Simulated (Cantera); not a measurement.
A freely propagating, adiabatic, planar premixed flame of H2 : O2 : N2 = 1 : 0.926 : 3.48 (molar parts), equivalence ratio 0.54, unburnt at 500 K and 2100 Torr; mixture-averaged transport, grid criteria slope 0.08 and curve 0.16, no radiation.

Computed with Cantera and the H2/O2 subset of GRI-Mech 3.0, which has no nitrogen chemistry. The hydrogen kinetics of GRI-Mech 3.0 are dated; newer H2 mechanisms differ, most at raised pressure. Burning velocities carry a grid error of a few per cent, more on coarse grids. Lean hydrogen flames are cellular in practice and burn faster than this planar one.

**Question.** How do the results move with these cheaper or finer settings: unity-Lewis-number transport; multicomponent transport; multicomponent+Soret transport; grid criteria slope 0.5, curve 1; grid criteria slope 0.25, curve 0.5; grid criteria slope 0.03, curve 0.06?

**Answer.** 
```csv
setting,laminar burning velocity,thermal thickness,peak x(O),peak x(OH),grid points
as above,135 cm/s,0.129 mm,0.00406,0.00619,107
unity-Lewis-number transport,198 cm/s,0.0880 mm,0.00726,0.00872,110
multicomponent transport,137 cm/s,0.127 mm,0.00411,0.00623,108
multicomponent+Soret transport,122 cm/s,0.132 mm,0.00383,0.00587,107
"grid criteria slope 0.5, curve 1",161 cm/s,0.142 mm,0.00433,0.00606,39
"grid criteria slope 0.25, curve 0.5",137 cm/s,0.136 mm,0.00385,0.00580,48
"grid criteria slope 0.03, curve 0.06",138 cm/s,0.127 mm,0.00418,0.00642,244
```
Unity Lewis numbers drop preferential diffusion, which matters most where H2 and H carry the flame; Soret adds thermal diffusion.
